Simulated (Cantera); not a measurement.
Charge: 1 mol SiCl4, 0.11 mol NO, equilibrated at 13300 Pa.

Method: chemical equilibrium by Gibbs-energy minimisation in Cantera with the NASA 1993 tables (ideal gas, pure condensed phases). Candidate condensed phases: Si, SiO2, Si2N2O, Si3N4; 23 gas species. Rates play no part.

Task: At 800 °C, list the 4 most abundant gas species with their mole fractions, and the condensed phases.

Result: SiCl4 0.851, Cl2 0.0986, N2 0.0495, Cl 0.000925. Condensed: SiO2(β-quartz).
